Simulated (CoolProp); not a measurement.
Vapour pressure (MPa) of R245fa: the reference equation beside estimates from Tc = 427.0 K, pc = 3.651 MPa, ω = 0.378.

The numbers come from the reference Helmholtz-energy equation of state, Akasaka 2015 in CoolProp.

```
T (K)  reference  Lee-Kesler  Redlich-Kwong  Soave-Redlich-Kwong  Peng-Robinson
-----  ---------  ----------  -------------  -------------------  -------------
256.5    0.02349     0.02319        0.07566              0.02339        0.02413
263.3    0.03332     0.03299        0.09903              0.03319        0.03401
270.1    0.04627     0.04595         0.1275              0.04613        0.04699
276.9    0.06302     0.06275         0.1616              0.06288        0.06371
283.7    0.08433     0.08416         0.2022              0.08422        0.08493
290.5     0.1110      0.1110         0.2498               0.1110         0.1115
297.3     0.1440      0.1442         0.3050               0.1441         0.1442
304.1     0.1842      0.1846         0.3686               0.1845         0.1841
310.9     0.2326      0.2334         0.4411               0.2333         0.2321
317.7     0.2904      0.2915         0.5233               0.2916         0.2895
324.5     0.3586      0.3601         0.6158               0.3605         0.3572
331.3     0.4385      0.4402         0.7191               0.4413         0.4367
338.1     0.5313      0.5331         0.8340               0.5353         0.5290
344.9     0.6383      0.6400         0.9609               0.6438         0.6357
351.6     0.7588      0.7604          1.098               0.7662         0.7562
```

Absolute difference from the reference over all 15 rows, mean and median: Lee-Kesler 0.4 and 0.3 %, Redlich-Kwong 112.4 and 100.1 %, Soave-Redlich-Kwong 0.4 and 0.4 %, Peng-Robinson 0.8 and 0.4 %.
